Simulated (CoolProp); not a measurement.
Hexamethyldisiloxane (MM) along the isotherm 346.85 °C: Z from the reference equation and from simpler models built on Tc = 245.6 °C, pc = 19.31 bar, ω = 0.418; each cubic takes its own stable root.

Model: reference Helmholtz-energy equation of state, Thol 2016, in CoolProp.

| p (bar) | phase | reference |
|---|---|---|
| 3.22 | gas | 0.9687 |
| 6.44 | gas | 0.9370 |
| 9.66 | gas | 0.9050 |
| 12.9 | gas | 0.8730 |
| 16.1 | gas | 0.8419 |
| 19.3 | gas | 0.8116 |
| 22.5 | supercritical | 0.7821 |
| 25.7 | supercritical | 0.7538 |
| 29 | supercritical | 0.7257 |

### Question
How far does each simpler model (Pitzer virial, van der Waals, Soave-Redlich-Kwong) lie from the reference over these 9 states: mean and median of the absolute difference, and the worst?

### Answer
- Pitzer virial: mean 1.1 %, median 1.4 %, worst +1.7 % at 346.85 °C and 22.5 bar
- van der Waals: mean 4.5 %, median 2.8 %, worst -13.6 % at 346.85 °C and 29 bar
- Soave-Redlich-Kwong: mean 1.8 %, median 1.8 %, worst +3.2 % at 346.85 °C and 29 bar
